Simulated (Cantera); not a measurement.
# Stirred combustor or abatement burner

A perfectly stirred reactor is fed with 14.0 % CH4, 17.5 % O2, 65.9 % N2, 2.52 % H2O, equivalence ratio 1.6, at 100000 Pa; it is adiabatic with a 725 K inlet, and is followed from long to short residence time, starting on the burning branch (τ in s: 0.12, 0.051, 0.021, 0.0089, 0.0037, 0.0016, 0.00065, 0.00027, 0.00011, 4.7e-05, 2e-05).

Cantera simulation using GRI-Mech 3.0 (53 species, 325 reactions); the numbers are that mechanism's predictions, not measurements.

| τ (s) | T (K) | x CH4 | x O2 | x CH3 | x C2H4 | x H | x CH2 | x C2H6 |
|---|---|---|---|---|---|---|---|---|
| 0.12 | 2102 | 0.000210 | 6.29e-5 | 5.59e-5 | 2.27e-7 | 0.00142 | 9.23e-7 | 9.68e-9 |
| 0.051 | 2101 | 0.000390 | 0.000134 | 0.000112 | 8.71e-7 | 0.00153 | 1.99e-6 | 3.79e-8 |
| 0.021 | 2100 | 0.000694 | 0.000290 | 0.000218 | 3.13e-6 | 0.00169 | 4.25e-6 | 1.39e-7 |
| 0.0089 | 2097 | 0.00111 | 0.000600 | 0.000390 | 9.32e-6 | 0.00189 | 8.41e-6 | 4.28e-7 |
| 0.0037 | 2091 | 0.00168 | 0.00124 | 0.000663 | 2.50e-5 | 0.00216 | 1.59e-5 | 1.21e-6 |
| 0.0016 | 2078 | 0.00245 | 0.00247 | 0.00106 | 6.02e-5 | 0.00243 | 2.76e-5 | 3.14e-6 |
| 0.00065 | 2047 | 0.00390 | 0.00542 | 0.00175 | 0.000158 | 0.00262 | 4.54e-5 | 9.86e-6 |
| 0.00027 | 1950 | 0.00881 | 0.0157 | 0.00302 | 0.000597 | 0.00209 | 5.52e-5 | 6.36e-5 |
| 0.00011 | 725 | 0.140 | 0.175 | <1e-12 | <1e-12 | <1e-12 | <1e-12 | <1e-12 |
| 4.7e-5 | 725 | 0.140 | 0.175 | <1e-12 | <1e-12 | <1e-12 | <1e-12 | <1e-12 |
| 2.0e-5 | 725 | 0.140 | 0.175 | <1e-12 | <1e-12 | <1e-12 | <1e-12 | <1e-12 |
x: mole fraction; the columns are a selection and need not sum to one.
